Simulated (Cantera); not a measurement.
A freely propagating, adiabatic, planar premixed flame of 21.7 % H₂, 19.7 % O₂, 58.6 % N₂, equivalence ratio 0.55, unburnt at 573 K and 3.70 bar; mixture-averaged transport, grid criteria slope 0.08 and curve 0.16, no radiation.

Model: the H2/O2 subset of GRI-Mech 3.0, which has no nitrogen chemistry, integrated in Cantera. The hydrogen kinetics of GRI-Mech 3.0 are dated; newer H2 mechanisms differ, most at raised pressure. Burning velocities carry a grid error of a few per cent, more on coarse grids. Lean hydrogen flames are cellular in practice and burn faster than this planar one.

x: mole fraction of selected species; z is measured from the peak of heat release.

| z (mm) | T (K) | u (m/s) | x H₂ | x O₂ | x OH | x H₂O | x HO₂ | x H |
|---|---|---|---|---|---|---|---|---|
| -0.231 | 573 | 3.34 | 0.217 | 0.197 | <1e-8 | 1.84e-7 | <1e-8 | <1e-8 |
| -0.154 | 573 | 3.33 | 0.216 | 0.197 | <1e-8 | 3.10e-6 | ? | <1e-8 |
| -0.116 | 574 | 3.33 | 0.214 | 0.198 | <1e-8 | 2.52e-5 | ? | <1e-8 |
| -0.0771 | 578 | 3.33 | 0.207 | 0.200 | 1.02e-8 | 0.000253 | ? | <1e-8 |
| -0.0386 | 675 | 3.75 | 0.171 | 0.204 | 6.89e-5 | 0.00972 | ? | 5.56e-5 |
| -0.0193 | 960 | 5.18 | 0.125 | 0.193 | 0.000891 | 0.0476 | ? | 0.00151 |
| 0 | 1338 | 7.10 | 0.0701 | 0.161 | 0.00345 | 0.116 | ? | 0.00651 |
| 0.0193 | 1613 | 8.52 | 0.0313 | 0.127 | 0.00816 | 0.173 | ? | 0.00951 |
| 0.0386 | 1772 | 9.33 | 0.0152 | 0.110 | 0.0115 | 0.200 | ? | 0.00829 |
| 0.0771 | 1926 | 10.1 | 0.00725 | 0.102 | 0.0127 | 0.216 | ? | 0.00444 |
| 0.154 | 2038 | 10.6 | 0.00359 | 0.100 | 0.0106 | 0.226 | ? | 0.00150 |
| 0.309 | 2099 | 10.9 | 0.00146 | 0.101 | 0.00727 | 0.232 | ? | 0.000370 |
| 0.617 | 2125 | 11.0 | 0.000568 | 0.102 | 0.00476 | 0.235 | ? | 9.07e-5 |

Some entries are withheld; supply them.


- -0.154, x HO₂: 1.04e-7
- -0.116, x HO₂: 1.06e-6
- -0.0771, x HO₂: 1.36e-5
- -0.0386, x HO₂: 0.000601
- -0.0193, x HO₂: 0.000679
- 0, x HO₂: 0.000383
- 0.0193, x HO₂: 0.000222
- 0.0386, x HO₂: 0.000140
- 0.0771, x HO₂: 7.38e-5
- 0.154, x HO₂: 3.30e-5
- 0.309, x HO₂: 1.40e-5
- 0.617, x HO₂: 7.47e-6
